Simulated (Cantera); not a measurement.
Feed: 1 mol NH3, 0.1 mol O2, 0.36 mol H2, equilibrated at 3225 °C and 91.0 mbar.

These are equilibrium values from Cantera (NASA tables, ideal gas, pure condensed phases), not measurements of a reactor. Candidate condensed phases: H2O; 24 gas species. Rates play no part.

Base state: H 0.693, N2 0.129, H2 0.126, O 0.0344, OH 0.0108, H2O 0.00428, NO 0.00150, O2 0.000449 (mole fractions); condensed: gas only.

Task: What changes in the equilibrium state with this change: O2 from 0.1 to 0.32 mol?

Result: 
```
species    before    after
-------  --------  -------
H           0.693    0.629
N2          0.129    0.117
H2          0.126    0.104
O          0.0344    0.101
OH         0.0108   0.0289
H2O       0.00428   0.0104
O2       0.000449  0.00389
NO        0.00150  0.00420
```

Task: What changes in the equilibrium state with this change: H2 from 0.36 to 11 mol?

Result: 
| species | before | after |
|---|---|---|
| H | 0.693 | 0.800 |
| H2 | 0.126 | 0.168 |
| N2 | 0.129 | 0.0227 |
| O | 0.0344 | 0.00589 |
| OH | 0.0108 | 0.00213 |
| O2 | 0.000449 | 1.31e-5 |
| NO | 0.00150 | 0.000107 |
| H2O | 0.00428 | 0.000974 |
| N | 0.000261 | 0.000110 |
